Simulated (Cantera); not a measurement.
An isothermal, constant-pressure homogeneous reactor starts with CH4 : CO2 = 1 : 4.4 (molar parts), at 1700 K and 1800 Torr.

Computed with Cantera and GRI-Mech 3.0 (53 species, 325 reactions).

x: mole fraction; the columns are a selection and need not sum to one.

```csv
t (s),x CH4,x CO2,x O2,x C2H4,x OH
2.00e-5,0.185,0.815,<1e-12,4.44e-6,3.05e-8
7.43e-5,0.184,0.814,<1e-12,0.000108,5.20e-8
0.000276,0.179,0.813,1.96e-12,0.00136,1.47e-7
0.00102,0.156,0.795,2.04e-11,0.00635,5.03e-7
0.00381,0.108,0.724,1.40e-10,0.00347,1.19e-6
0.0141,(withheld),(withheld),5.33e-10,(withheld),(withheld)
0.0525,0.00928,0.422,8.31e-10,0.000304,5.00e-6
0.195,0.00573,0.327,5.80e-10,0.000132,3.61e-6
0.725,(withheld),0.280,6.90e-10,(withheld),2.98e-6
2.69,8.45e-8,0.277,7.42e-10,2.30e-12,3.05e-6
10.0,4.70e-9,0.277,7.42e-10,<1e-12,3.05e-6
```

Task: Complete the blanks.

Result: 
- 0.0141, x CH4: 0.0420
- 0.0141, x CO2: 0.564
- 0.0141, x C2H4: 0.00112
- 0.0141, x OH: 3.09e-6
- 0.725, x CH4: 0.00105
- 0.725, x C2H4: 5.95e-6
